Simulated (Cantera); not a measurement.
A perfectly stirred reactor is fed with 41.7 % NH3, 58.3 % N2, at 0.610 bar; it is held at 2000 K, and followed from long to short residence time.

Detailed kinetics in Cantera: the gas-phase N/H chemistry of the illustrative SiF4/NH3 mechanism in the Surface Chemkin manual (1991). Walls and surfaces, which speed up NH3 decomposition in real reactors, are not modelled.

x: mole fraction; the columns are a selection and need not sum to one.

| τ (s) | x NH3 | x N2H2 | x NH2 | x N2H4 | x H2 | x NH |
|---|---|---|---|---|---|---|
| 22 | 0.00195 | 3.23e-9 | 1.57e-5 | 6.98e-11 | 0.438 | ? |
| 9.9 | 0.00347 | 7.52e-9 | 2.51e-5 | 1.77e-10 | 0.437 | ? |
| 4.5 | 0.00662 | 1.76e-8 | 4.07e-5 | 4.68e-10 | 0.433 | ? |
| 2.1 | 0.0128 | 3.97e-8 | 6.57e-5 | 1.22e-9 | 0.427 | ? |
| 0.94 | 0.0259 | 9.20e-8 | 0.000108 | 3.29e-9 | 0.413 | ? |
| 0.43 | 0.0503 | 2.01e-7 | 0.000171 | 8.30e-9 | 0.387 | ? |
| 0.19 | 0.0952 | 4.26e-7 | 0.000267 | 2.00e-8 | 0.340 | ? |
| 0.089 | 0.158 | 7.81e-7 | 0.000378 | 4.04e-8 | 0.274 | ? |
| 0.041 | 0.235 | 1.27e-6 | 0.000501 | 7.08e-8 | 0.192 | 1.06e-5 |
| 0.018 | 0.310 | 1.81e-6 | 0.000620 | 1.08e-7 | 0.113 | 1.08e-5 |
| 0.0084 | 0.358 | 2.19e-6 | 0.000711 | 1.43e-7 | 0.0610 | 1.02e-5 |

### Question
Fill in the missing entries.

### Answer

- 22, x NH: 1.46e-6
- 9.9, x NH: 2.08e-6
- 4.5, x NH: 2.87e-6
- 2.1, x NH: 3.83e-6
- 0.94, x NH: 5.09e-6
- 0.43, x NH: 6.53e-6
- 0.19, x NH: 8.16e-6
- 0.089, x NH: 9.58e-6
